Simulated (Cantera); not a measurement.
Feed: 1 mol Mg(OH)₂, 0.01 mol C, 5.4 mol H₂O, equilibrated at 0.160 bar.

These are equilibrium values from Cantera (NASA tables, ideal gas, pure condensed phases), not measurements of a reactor. Candidate condensed phases: C, C₆H₆, C₇H₈, C₈H₁₈, H₂O, Mg, MgCO₃, MgO, Mg(OH)₂; 116 gas species. Equilibrium is a limit: real reactors are often held back by kinetics, nucleation or transport. All values below are at 575 °C.

Base state: H₂O 0.995, H₂ 0.00312, CO₂ 0.00156 (mole fractions); condensed: MgO(s).

Problem. What changes in the equilibrium state with this change: C from 0.01 to 1.2 mol?

Solution. 
```tsv
species	before	after
H₂O	0.995	0.550
H₂	0.00312	0.292
CO₂	0.00156	0.135
CO	1.58e-6	0.0232
CH₄	<1e-9	0.000127
MgO(s), mol	1.00	1.00
```
